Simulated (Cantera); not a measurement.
Mixture: 8.38 % CH₄, 22.9 % O₂, 66.6 % N₂, 2.09 % H₂O, at 32.0 bar, adiabatic and at constant volume. Ignition delay is the time to a rise of 400 K.

Cantera simulation using GRI-Mech 3.0 (53 species, 325 reactions); the numbers are that mechanism's predictions, not measurements. The pressure lies above the range GRI-Mech 3.0 was tuned for (to about 10 atm).

Question: Predict: delay at 1250 K; delay at 1450 K; delay at 1650 K; delay at 1850 K; delay at 2050 K; apparent activation energy between 1950 and 2150 K.

Answer: 
- delay at 1250 K: 0.513 ms
- delay at 1450 K: 68.3 µs
- delay at 1650 K: 13.3 µs
- delay at 1850 K: 3.35 µs
- delay at 2050 K: 1.09 µs
- apparent activation energy between 1950 and 2150 K: 180 kJ/mol
